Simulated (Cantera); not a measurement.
Charge: 1 mol SiC, 0.018 mol CO₂, 2.2 mol H₂, at 1.33 mbar.

Equilibrium computed with Cantera from the NASA thermochemical tables; the gas is ideal and each condensed phase is pure. Candidate condensed phases: C, C₆H₆, C₇H₈, C₈H₁₈, H₂O, Si, SiC, SiO₂; 123 gas species. Mutual solubility and eutectic melting of coexisting phases are not modelled. Rates play no part. All values below are at 1100 K.

Base state: H₂ 0.997, CO 0.00259, CH₄ 4.76e-5 (mole fractions); condensed: C(graphite) + SiC(s) + SiO₂(β-quartz).

**Question.** What changes in the equilibrium state with this change: pressure from 1.33 mbar to 12.0 Pa?

**Answer.** 
```
species               before    after
-------------------  -------  -------
H₂                     0.997    0.989
CO                   0.00259   0.0108
CH₄                  4.76e-5  2.19e-6
C(graphite), mol      0.0273        0
SiC(s), mol            0.985    0.994
SiO₂(β-quartz), mol   0.0151  0.00599
```
